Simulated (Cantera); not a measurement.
A closed system holds: 1 mol Si, 2.5 mol HBr, 21 mol N2, held at 798.15 K and 0.00670 bar.

Equilibrium computed with Cantera from the NASA thermochemical tables; the gas is ideal and each condensed phase is pure. Candidate condensed phases: Br2, Si, Si3N4; 28 gas species. N2 is the only nitrogen source here; it is nearly inert below about 1500 K, so the nitride shown seldom forms there in practice. Kinetics and transport are ignored.

Base state: N2 0.895, HBr 0.0905, H2 0.00959, SiBr4 0.00480 (mole fractions); condensed: Si3N4(s).

Problem. What changes in the equilibrium state with this change: N2 from 21 to 0.95 mol?

Solution. 
| species | before | after |
|---|---|---|
| HBr | 0.0905 | 0.585 |
| H2 | 0.00959 | 0.169 |
| N2 | 0.895 | 0.161 |
| SiBr4 | 0.00480 | 0.0846 |
| SiHBr3 | 2.47e-7 | 1.19e-5 |
| Si3N4(s), mol | 0.297 | 0.257 |
